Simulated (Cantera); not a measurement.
## Equilibrium for silicon epitaxy and polysilicon growth: Si₃H₈ + HCl + H₂

Feed: 1 mol Si₃H₈, 4.4 mol HCl, 3.4 mol H₂, held at 10.0 mbar.

Equilibrium computed with Cantera from the NASA thermochemical tables; the gas is ideal and each condensed phase is pure. Candidate condensed phases: Si; 19 gas species. The feed counts by its element totals alone. The tables' values for SiCl₃ are old estimates; treat these amounts as uncertain. Rates play no part.

```csv
T (K),log p H₂,log p SiCl₄,log p HCl,log p SiHCl₃,log p SiCl₃,n Si(s)
850,-2.05,-3.05,-4.11,-3.78,-5.50,1.87
875,-2.05,-3.06,-3.99,-3.78,-5.32,1.88
900,-2.05,-3.06,-3.87,-3.79,-5.15,1.89
925,-2.06,-3.07,-3.76,-3.80,-4.99,1.90
950,-2.06,-3.08,-3.66,-3.81,-4.84,1.91
975,-2.06,-3.09,-3.56,-3.83,-4.70,1.92
1000,-2.06,-3.10,-3.47,-3.84,-4.57,1.93
```
log p: log10 of the partial pressure in bar; n: condensed amount in mol.

From 850 K to 1000 K the condensed part is Si(s). The main Si-bearing gas is SiCl₄ throughout. The share of Si in condensed phases is highest at 1000 K (64.4 %) and lowest at 850 K (62.4 %).
